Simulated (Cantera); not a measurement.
Feed: 1 mol Cu, 3.5 mol F2, 30 mol N2.

Method: chemical equilibrium by Gibbs-energy minimisation in Cantera with the NASA 1993 tables (ideal gas, pure condensed phases). Candidate condensed phases: Cu, CuF2; 11 gas species. Equilibrium is a limit: real reactors are often held back by kinetics, nucleation or transport.

Stable condensed phases, one row left out:

```
T in K \ P in Pa
              1    4.2     18     75    320   1300   5600  24000 100000
   1248       A      A      A      A      A      A      A      B      B
   1198       A      A      A      A      A      A      B      B      B
   1148       A      A      A      A      A      A      B      B      B
   1048       A      A      A      A      B      B      B      B      B
    998       A      A      A      B      B      B      B      B      B
    948       A      A      B      B      B      B      B      B      B
    898       A      B      B      B      B      B      B      B      B
    848       B      B      B      B      B      B      B      B      B
```

A: gas only; B: CuF2.

Q: Give the row for 1098 K.

A: 1: gas only; 4.2: gas only; 18: gas only; 75: gas only; 320: gas only; 1300: CuF2; 5600: CuF2; 24000: CuF2; 100000: CuF2.
